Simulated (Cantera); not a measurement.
Charge: 1 mol CaCO3, 0.047 mol C, 0.032 mol O2, held at 7.50 Torr.

Cantera equilibrium calculation (NASA polynomials, part measured and part estimated; ideal gas, pure solids and liquids). Candidate condensed phases: C, Ca, CaCO3, CaO; 15 gas species. Equilibrium is a limit: real reactors are often held back by kinetics, nucleation or transport.

log p: log10 of the partial pressure in bar; n: condensed amount in mol.

```json
[
 {"T (K)": "850", "log p CO2": "-2.44", "log p CO": "-2.19", "log p O2": "<-14", "n CaCO3(calcite)": "1.00", "n CaO(s)": "0"},
 {"T (K)": "900", "log p CO2": "-2.26", "log p CO": "-2.35", "log p O2": "<-14", "n CaCO3(calcite)": "0.979", "n CaO(s)": "0.0205"},
 {"T (K)": "950", "log p CO2": "-2.01", "log p CO": "-3.54", "log p O2": "<-14", "n CaCO3(calcite)": "0", "n CaO(s)": "1.00"},
 {"T (K)": "1000", "log p CO2": "-2.01", "log p CO": "-3.54", "log p O2": "<-14", "n CaCO3(calcite)": "0", "n CaO(s)": "1.00"},
 {"T (K)": "1050", "log p CO2": "-2.01", "log p CO": "-3.54", "log p O2": "<-14", "n CaCO3(calcite)": "0", "n CaO(s)": "1.00"},
 {"T (K)": "1100", "log p CO2": "-2.01", "log p CO": "-3.54", "log p O2": "<-14", "n CaCO3(calcite)": "0", "n CaO(s)": "1.00"},
 {"T (K)": "1150", "log p CO2": "-2.01", "log p CO": "-3.54", "log p O2": "?", "n CaCO3(calcite)": "0", "n CaO(s)": "1.00"},
 {"T (K)": "1200", "log p CO2": "-2.01", "log p CO": "-3.54", "log p O2": "?", "n CaCO3(calcite)": "0", "n CaO(s)": "1.00"},
 {"T (K)": "1250", "log p CO2": "-2.01", "log p CO": "-3.54", "log p O2": "?", "n CaCO3(calcite)": "0", "n CaO(s)": "1.00"},
 {"T (K)": "1300", "log p CO2": "-2.01", "log p CO": "-3.54", "log p O2": "?", "n CaCO3(calcite)": "0", "n CaO(s)": "1.00"},
 {"T (K)": "1350", "log p CO2": "-2.01", "log p CO": "-3.54", "log p O2": "?", "n CaCO3(calcite)": "0", "n CaO(s)": "1.00"}
]
```

### Question
Complete the blanks.

### Answer

- 1150, log p O2: -13.52
- 1200, log p O2: -12.46
- 1250, log p O2: -11.48
- 1300, log p O2: -10.57
- 1350, log p O2: -9.73
